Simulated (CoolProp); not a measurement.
C2F6 (R116) at several states: Z from the reference equation and from simpler models built on Tc = 293.0 K, pc = 3.048 MPa, ω = 0.257; each cubic takes its own stable root.

Model: reference Helmholtz-energy equation of state, Lemmon 2006, in CoolProp. It is a short technical equation, of lower accuracy than the large ones.

| T (K) | p (MPa) | phase | reference |
|---|---|---|---|
| 356.4 | 0.052 | gas | 0.9971 |
| 376.5 | 0.0404 | gas | 0.9982 |
| 202 | 0.915 | liquid | 0.04765 |
| 417.4 | 6.39 | supercritical | 0.8430 |

Task: How far does each simpler model (van der Waals, Redlich-Kwong, Soave-Redlich-Kwong, Peng-Robinson) lie from the reference over these 4 states: mean and median of the absolute difference, and the worst?

Result: 
- van der Waals: mean 17.5 %, median 6.0 %, worst +57.9 % at 202 K and 0.915 MPa
- Redlich-Kwong: mean 3.8 %, median 3.2 %, worst +8.7 % at 202 K and 0.915 MPa
- Soave-Redlich-Kwong: mean 1.8 %, median 1.3 %, worst +4.6 % at 202 K and 0.915 MPa
- Peng-Robinson: mean 2.3 %, median 0.8 %, worst -7.5 % at 202 K and 0.915 MPa
